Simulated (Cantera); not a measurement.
Charge: 1 mol K₂SO₄, 1.8 mol H₂O, 0.14 mol CO₂, held at 1373 K and 101000 Pa.

Equilibrium computed with Cantera from the NASA thermochemical tables; the gas is ideal and each condensed phase is pure. Candidate condensed phases: C, C₆H₆, C₇H₈, C₈H₁₈, H₂O, H₂SO₄, K, KOH, KO₂, K₂CO₃, K₂O, K₂O₂, K₂S, K₂SO₄, S; 130 gas species. Kinetics and transport are ignored.

Base state: H₂O 0.927, CO₂ 0.0721, KOH 0.000386, SO₂ 0.000193, O₂ 0.000109, H₂ 2.61e-5, K₂SO₄ 2.26e-5, OH 1.07e-5 (mole fractions); condensed: K₂SO₄(l).

Problem. What changes in the equilibrium state with this change: K₂SO₄ replaced by MgSO₄?

Solution. 
```tsv
species	before	after
H₂O	0.927	0.525
SO₂	0.000193	0.284
O₂	0.000109	0.142
CO₂	0.0721	0.0409
KOH	0.000386	0
SO₃	1.55e-7	0.00818
K₂SO₄	2.26e-5	0
H₂	2.61e-5	4.11e-7
K₂SO₄(l), mol	1.000	0
MgO(s), mol	0	1.00
```
Further candidate phases: Mg, MgCO₃, MgO, Mg(OH)₂, MgS, MgSO₄.

Problem. What changes in the equilibrium state with this change: 0.005 mol CH₄ added?

Solution. 
| species | before | after |
|---|---|---|
| H₂O | 0.927 | 0.914 |
| CO₂ | 0.0721 | 0.0727 |
| H₂ | 2.61e-5 | 0.00762 |
| KOH | 0.000386 | 0.00256 |
| O₂ | 0.000109 | 1.25e-9 |
| CO | 4.18e-6 | 0.00125 |
| K | 2.47e-7 | 2.83e-5 |
| OH | 1.07e-5 | 6.19e-7 |
| K₂SO₄(l), mol | 1.000 | 0.997 |
